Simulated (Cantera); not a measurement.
A perfectly stirred reactor is fed with NH3 : N2 = 1 : 0.59 (molar parts), at 0.0217 atm; it is held at 2298 K, and followed from long to short residence time.

Detailed kinetics in Cantera: the gas-phase N/H chemistry of the illustrative SiF4/NH3 mechanism in the Surface Chemkin manual (1991). Walls and surfaces, which speed up NH3 decomposition in real reactors, are not modelled.

Question: What does this change do: pressure from 0.0217 atm to 0.306 atm?

Answer: 
```csv
quantity,before,after
x(NH3) at τ = 17.0 s,0.000115,0.000136
x(N2H2) at τ = 17.0 s,5.17e-9,9.78e-10
x(NH2) at τ = 17.0 s,1.74e-5,9.67e-6
x(N2H4) at τ = 17.0 s,<1e-12,1.64e-12
x(N) at τ = 17.0 s,4.11e-5,4.97e-6
x(NH3) at τ = 0.210 s,0.138,0.0129
x(N2H2) at τ = 0.210 s,3.10e-6,2.04e-7
x(NH2) at τ = 0.210 s,0.00126,0.000239
x(N2H4) at τ = 0.210 s,1.98e-9,1.01e-9
x(N) at τ = 0.210 s,8.77e-6,8.14e-6
```

Question: What does this change do: temperature 2298 to 2150 K?

Answer: 
| quantity | before | after |
|---|---|---|
| x(NH3) at τ = 17.0 s | 0.000115 | 0.00556 |
| x(N2H2) at τ = 17.0 s | 5.17e-9 | 6.13e-8 |
| x(NH2) at τ = 17.0 s | 1.74e-5 | 8.91e-5 |
| x(N2H4) at τ = 17.0 s | <1e-12 | 2.61e-11 |
| x(N) at τ = 17.0 s | 4.11e-5 | 4.37e-6 |
| x(NH3) at τ = 0.210 s | 0.138 | 0.294 |
| x(N2H2) at τ = 0.210 s | 3.10e-6 | 4.89e-6 |
| x(NH2) at τ = 0.210 s | 0.00126 | 0.00130 |
| x(N2H4) at τ = 0.210 s | 1.98e-9 | 5.55e-9 |
| x(N) at τ = 0.210 s | 8.77e-6 | 3.41e-6 |

Question: What does this change do: pressure from 0.0217 atm to 0.0859 atm?

Answer: 
```csv
quantity,before,after
x(NH3) at τ = 17.0 s,0.000115,8.49e-5
x(N2H2) at τ = 17.0 s,5.17e-9,1.73e-9
x(NH2) at τ = 17.0 s,1.74e-5,1.07e-5
x(N2H4) at τ = 17.0 s,<1e-12,<1e-12
x(N) at τ = 17.0 s,4.11e-5,1.71e-5
x(NH3) at τ = 0.210 s,0.138,0.0486
x(N2H2) at τ = 0.210 s,3.10e-6,8.21e-7
x(NH2) at τ = 0.210 s,0.00126,0.000578
x(N2H4) at τ = 0.210 s,1.98e-9,1.66e-9
x(N) at τ = 0.210 s,8.77e-6,7.69e-6
```
